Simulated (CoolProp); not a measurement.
The fluid at 293.15 K and 0.324 MPa flows at 1.1 m/s in a round tube of 25 mm bore and 1.5 µm roughness, fully developed (64/Re and Nu = 3.66 if laminar; Colebrook and Gnielinski if turbulent). The same conditions are run with several fluids, on thermodynamics alone (safety and materials aside).

Model: reference Helmholtz-energy equation of state of each fluid (CF4 (R14): Platzer 1990; propane: Lemmon 2009; R410A: Lemmon 2003; nitrogen: Span 2000; normal hydrogen: Leachman 2009), in CoolProp. The equations of Platzer and Polt are older, rougher fits. Blends and air are pseudo-pure fits.

### Question
Rank CF4 (R14), propane, R410A, nitrogen, normal hydrogen by Reynolds number, highest first.

### Answer
R410A (21900), propane (21400), CF4 (R14) (19000), nitrogen (5820), normal hydrogen (836)

```tsv
fluid	Darcy friction factor	pressure drop (Pa/m)	heat-transfer coefficient (W/(m² K))	mass flow (kg/h)
CF4 (R14)	0.0263	7.55	32.2	23.0
propane	0.0256	3.85	40.5	12.1
R410A	0.0255	6.23	31.8	19.7
nitrogen	0.0359	3.24	19.1	7.24
normal hydrogen	0.0766	0.496	26.9	0.520
```

Transport values come from each fluid's own correlations; those of CF4 (R14) are estimates that may be off by 10 % or more.
